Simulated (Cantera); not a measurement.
Feed: 1 mol Al(CH3)3, 83 mol N2, equilibrated at 210 Pa.

Equilibrium computed with Cantera from the NASA thermochemical tables; the gas is ideal and each condensed phase is pure. Candidate condensed phases: Al, AlN, C, C6H6, C7H8, C8H18; 97 gas species. The feed counts by its element totals alone. Rates play no part.

Question: Which condensed phases are stable at each of these points (T (K)): 1525, 1575, 1625, 1675, 1725, 1775, 1825, 1875, 1925, 1975, 2025?

Answer: 
```tsv
T (K)	condensed phases	Al condensed (%)
1525	AlN(s) + C(graphite)	100.0
1575	AlN(s) + C(graphite)	99.9
1625	AlN(s) + C(graphite)	99.7
1675	AlN(s) + C(graphite)	98.8
1725	AlN(s) + C(graphite)	95.5
1775	AlN(s) + C(graphite)	84.5
1825	AlN(s) + C(graphite)	49.3
1875	C(graphite)	0.0
1925	C(graphite)	0.0
1975	C(graphite)	0.0
2025	C(graphite)	0.0
```

From 1525 K to 1825 K the condensed part is AlN(s) + C(graphite). From 1875 K to 2025 K the condensed part is C(graphite).
